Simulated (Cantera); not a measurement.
What does this Cantera script print?

```python
import numpy as np
import cantera as ct

gas = ct.Solution("gri30.yaml")
gas.TPX = 1125, 57000, {'N2O': 1, 'N2': 8.9}
inlet = ct.Reservoir(gas, clone=True)

reactor = ct.IdealGasConstPressureReactor(gas, energy="off", clone=False)
exhaust = ct.Reservoir(gas, clone=True)
tau = [24, 4.1, 0.72, 0.13, 0.022, 0.0038, 0.00066][0]
for a, b in ((inlet, reactor), (reactor, exhaust)):
    ct.MassFlowController(a, b, mdot=lambda t: reactor.mass / tau)
net = ct.ReactorNet([reactor])
show = ['N2O', 'O2', 'NO', 'N2', 'O']

rows = []
print(f"{'tau/s':>10s}{'T/K':>9s}" + "".join(f"{s:>11s}" for s in show))
for tau in [24, 4.1, 0.72, 0.13, 0.022, 0.0038, 0.00066]:
    net.initial_time = 0.0
    net.advance(30 * tau)
    before = gas.X
    net.advance(40 * tau)
    drift = np.max(np.abs(gas.X - before) / (gas.X + 1e-9))
    rows.append([gas.T, *gas[show].X, drift])
    print(f"{tau:10.3e}{gas.T:9.1f}" + "".join(f"{x:11.3e}" for x in gas[show].X))
```

Output:

```
     tau/s      T/K        N2O         O2         NO         N2          O
 2.400e+01   1125.0  3.934e-02  2.753e-02  3.593e-03  9.295e-01  3.408e-07
 4.100e+00   1125.0  7.745e-02  1.039e-02  1.617e-03  9.105e-01  4.560e-07
 7.200e-01   1125.0  9.568e-02  2.341e-03  3.820e-04  9.016e-01  4.962e-07
 1.300e-01   1125.0  1.000e-01  4.448e-04  7.339e-05  8.995e-01  5.042e-07
 2.200e-02   1125.0  1.008e-01  7.564e-05  1.253e-05  8.991e-01  5.031e-07
 3.800e-03   1125.0  1.010e-01  1.272e-05  2.110e-06  8.990e-01  4.890e-07
 6.600e-04   1125.0  1.010e-01  1.899e-06  3.153e-07  8.990e-01  4.204e-07
```

Detailed kinetics in Cantera: GRI-Mech 3.0 (53 species, 325 reactions). GRI-Mech 3.0 was tuned for natural gas; its chemistry of N2O as a main component is partial and can be far from experiment. The mechanism lacks the step 2 NO + O2 → 2 NO2, which can matter for NO2 below about 1400 K. The temperature is held fixed by assumption; the heat of reaction is taken as removed at once.
